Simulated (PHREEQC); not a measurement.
0.1 mol of Fluorite (CaF2) is brought to equilibrium with 1 kg of water holding 0.2 mol/kgw NaCl, with rising amounts of HCl, at 37 °C. O2 is buffered at 0.21 atm. No CO2 enters from the air. The run lets Fluorite precipitate or redissolve, and no other solid.

The numbers come from PHREEQC with the ion-association model, phreeqc.dat.

```
HCl added (mol)          pH  dissolved Ca (mol/kgw)  dissolved F (mol/kgw)  Ca+2 (mol/kgw)  HF (mol/kgw)
---------------  ----------  ----------------------  ---------------------  --------------  ------------
0                      6.91                0.000393               0.000786        0.000393       1.16e-7
0.0208           (withheld)                 0.00252                0.00504         0.00252    (withheld)
0.0417           (withheld)                 0.00406                0.00812         0.00406       0.00785
0.0625                 1.39                 0.00537                 0.0107         0.00537        0.0105
0.0833                 1.26                 0.00656                 0.0131         0.00656        0.0129
0.104                  1.16                 0.00765                 0.0153         0.00765        0.0151
0.125                  1.08                 0.00868                 0.0174         0.00868        0.0172
0.146            (withheld)                 0.00966                 0.0193         0.00966    (withheld)
0.167                  0.95                  0.0106                 0.0212          0.0106        0.0210
0.188            (withheld)                  0.0115                 0.0230          0.0115    (withheld)
0.208                  0.85                  0.0123                 0.0246          0.0123    (withheld)
0.229                  0.81                  0.0131                 0.0263          0.0131        0.0261
0.25                   0.77                  0.0139                 0.0278          0.0139        0.0277
```

Question: What belongs in the gaps?

Answer: 
- 0.0208, pH: 1.90
- 0.0208, HF (mol/kgw): 0.00471
- 0.0417, pH: 1.57
- 0.146, pH: 1.01
- 0.146, HF (mol/kgw): 0.0191
- 0.188, pH: 0.90
- 0.188, HF (mol/kgw): 0.0228
- 0.208, HF (mol/kgw): 0.0244

Away from 25 °C the constants follow the database's enthalpies or fits; those with neither stay at their 25 °C values.
